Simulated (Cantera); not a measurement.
A perfectly stirred reactor is fed with CH4 : H2 : O2 : N2 : CO2 = 1 : 0.14 : 2.69 : 10.1 : 0.12 (molar parts), equivalence ratio 0.77, at 6.22 atm; it is adiabatic with a 750 K inlet, and is followed from long to short residence time, starting on the burning branch (τ in s: 0.46, 0.17, 0.062, 0.023, 0.0082, 0.003, 0.0011, 0.0004, 0.00015, 5.4e-05).

Cantera simulation using GRI-Mech 3.0 (53 species, 325 reactions); the numbers are that mechanism's predictions, not measurements.

x: mole fraction; the columns are a selection and need not sum to one.

```tsv
τ (s)	T (K)	x CH4	x H2	x O2	x NO	x C2H
0.46	2265	1.19e-7	0.000503	0.0415	0.00551	<1e-12
0.17	2266	3.17e-7	0.000508	0.0419	0.00470	<1e-12
0.062	2268	8.49e-7	0.000518	0.0426	0.00338	<1e-12
0.023	2270	2.21e-6	0.000541	0.0433	0.00199	<1e-12
0.0082	2270	5.88e-6	?	0.0439	0.000974	3.74e-12
0.0030	2265	1.46e-5	?	0.0444	0.000473	2.13e-11
0.0011	2251	3.34e-5	?	0.0450	0.000254	9.42e-11
0.00040	2225	7.16e-5	?	0.0461	0.000153	3.17e-10
0.00015	2181	0.000148	?	0.0481	9.86e-5	8.51e-10
5.4e-5	2111	0.000334	?	0.0516	6.07e-5	2.23e-9
```

Problem. Fill in the missing entries.

Solution. 
- 0.0082, x H2: 0.000595
- 0.0030, x H2: 0.000723
- 0.0011, x H2: 0.00101
- 0.00040, x H2: 0.00159
- 0.00015, x H2: 0.00253
- 5.4e-5, x H2: 0.00399
